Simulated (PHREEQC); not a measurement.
Dissolve 71 mmol/kgw ZnSO4 at 25 °C. Closed to the air; pH follows from the charge balance.

All values are PHREEQC results (ion-association model, phreeqc.dat), not measurements.

Each row changes one thing in this solution. This is a speciation only: nothing precipitates in the calculation.

```json
[
 {"case": "as made", "pH": "5.57", "ionic strength (mol/kgw)": "0.148", "Zn+2 (mol/kgw)": "0.0370", "SO4-2 (mol/kgw)": "0.0302", "ZnSO4 (mol/kgw)": "0.0273", "Zn(SO4)2-2 (mol/kgw)": "0.00676"},
 {"case": "ZnSO4 from 0.071 to 0.0781 mol/kgw", "pH": "5.57", "ionic strength (mol/kgw)": "0.161", "Zn+2 (mol/kgw)": "0.0403", "SO4-2 (mol/kgw)": "0.0324", "ZnSO4 (mol/kgw)": "0.0299", "Zn(SO4)2-2 (mol/kgw)": "0.00791"},
 {"case": "ZnSO4 from 0.071 to 0.0355 mol/kgw", "pH": "5.63", "ionic strength (mol/kgw)": "0.0802", "Zn+2 (mol/kgw)": "0.0200", "SO4-2 (mol/kgw)": "0.0180", "ZnSO4 (mol/kgw)": "0.0134", "Zn(SO4)2-2 (mol/kgw)": "0.00202"},
 {"case": "temperature from 25 to 50 °C", "pH": "5.28", "ionic strength (mol/kgw)": "0.144", "Zn+2 (mol/kgw)": "0.0359", "SO4-2 (mol/kgw)": "0.0299", "ZnSO4 (mol/kgw)": "0.0291", "Zn(SO4)2-2 (mol/kgw)": "0.00601"},
 {"case": "0.0053 mol/kgw H2S added", "pH": "2.69", "ionic strength (mol/kgw)": "0.146", "Zn+2 (mol/kgw)": "0.0360", "SO4-2 (mol/kgw)": "0.0296", "ZnSO4 (mol/kgw)": "0.0262", "Zn(SO4)2-2 (mol/kgw)": "0.00636"},
 {"case": "diluted 100-fold with water", "pH": "6.12", "ionic strength (mol/kgw)": "0.00259", "Zn+2 (mol/kgw)": "0.000646", "SO4-2 (mol/kgw)": "0.000646", "ZnSO4 (mol/kgw)": "6.29e-5", "Zn(SO4)2-2 (mol/kgw)": "3.32e-7"},
 {"case": "ZnSO4 from 0.071 to 0.0639 mol/kgw", "pH": "5.58", "ionic strength (mol/kgw)": "0.135", "Zn+2 (mol/kgw)": "0.0336", "SO4-2 (mol/kgw)": "0.0280", "ZnSO4 (mol/kgw)": "0.0246", "Zn(SO4)2-2 (mol/kgw)": "0.00567"},
 {"case": "ZnSO4 from 0.071 to 0.106 mol/kgw", "pH": "5.54", "ionic strength (mol/kgw)": "0.213", "Zn+2 (mol/kgw)": "0.0532", "SO4-2 (mol/kgw)": "0.0404", "ZnSO4 (mol/kgw)": "0.0399", "Zn(SO4)2-2 (mol/kgw)": "0.0128"},
 {"case": "diluted 10-fold with water", "pH": "5.79", "ionic strength (mol/kgw)": "0.0202", "Zn+2 (mol/kgw)": "0.00504", "SO4-2 (mol/kgw)": "0.00496", "ZnSO4 (mol/kgw)": "0.00198", "Zn(SO4)2-2 (mol/kgw)": "8.11e-5"}
]
```

Some of these states are supersaturated (in Sphalerite (slow to form), for instance). At this temperature some constants are extrapolated from 25 °C, and those without enthalpy data are left unchanged.
